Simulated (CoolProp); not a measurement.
Aqueous potassium acetate as a coolant, 44 % by mass, freezing at -50.2 °C, 1 atm.

Model: Melinder's fits for secondary coolants, in CoolProp.

```
T (°C)  cp (kJ/(kg K))  viscosity (mPa s)  density (kg/m³)  conductivity (W/(m K))
------  --------------  -----------------  ---------------  ----------------------
-1.5             2.801               8.48             1249                   0.437
2.3              2.811               7.28             1248                   0.441
6.2              2.821               6.30             1246                     ___
10.1               ___               5.50             1244                   0.449
13.9             2.840               4.87             1242                     ___
17.8               ___                ___              ___                   0.456
21.6             2.860                ___             1238                   0.460
25.5             2.870                ___             1236                   0.464
29.3             2.880               3.19             1234                   0.468
33.2             2.890               2.90             1232                   0.472
37.1             2.899               2.64             1230                   0.476
```

Question: Fill in the missing entries.

Answer: 
- 6.2, conductivity (W/(m K)): 0.445
- 10.1, cp (kJ/(kg K)): 2.831
- 13.9, conductivity (W/(m K)): 0.452
- 17.8, cp (kJ/(kg K)): 2.850
- 17.8, viscosity (mPa s): 4.33
- 17.8, density (kg/m³): 1240
- 21.6, viscosity (mPa s): 3.89
- 25.5, viscosity (mPa s): 3.51
